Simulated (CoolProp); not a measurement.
R123 along the isotherm 298.9 K: Z from the reference equation and from simpler models built on Tc = 456.8 K, pc = 3.662 MPa, ω = 0.282; each cubic takes its own stable root.

Values from CoolProp's reference Helmholtz-energy equation of state, Younglove 1994. It is a modified Benedict-Webb-Rubin equation, recast in Helmholtz form.

```
p (MPa)   phase  reference  Redlich-Kwong  Soave-Redlich-Kwong
-------  ------  ---------  -------------  -------------------
0.343    liquid    0.01443              …                    …
0.687    liquid    0.02888        0.03303              0.03176
1.03     liquid    0.04327        0.04944              0.04756
1.37     liquid    0.05752        0.06565              0.06319
1.72     liquid    0.07216        0.08229              0.07925
2.06     liquid    0.08637        0.09841              0.09481
2.4      liquid          …         0.1145               0.1103
2.75     liquid     0.1152         0.1310               0.1263
3.09     liquid     0.1293         0.1469               0.1418
3.43     liquid     0.1434         0.1629               0.1572
3.78     liquid     0.1580         0.1792                    …
4.12     liquid     0.1721         0.1951               0.1884
4.46     liquid          …         0.2109               0.2038
4.81     liquid     0.2006         0.2271               0.2196
5.15     liquid          …         0.2429                    …
5.49     liquid          …         0.2585               0.2501
```

Task: Some entries are withheld; supply them.

Result: 
- 0.343, Redlich-Kwong: 0.01652
- 0.343, Soave-Redlich-Kwong: 0.01587
- 2.4, reference: 0.1006
- 3.78, Soave-Redlich-Kwong: 0.1731
- 4.46, reference: 0.1862
- 5.15, reference: 0.2147
- 5.15, Soave-Redlich-Kwong: 0.2349
- 5.49, reference: 0.2287
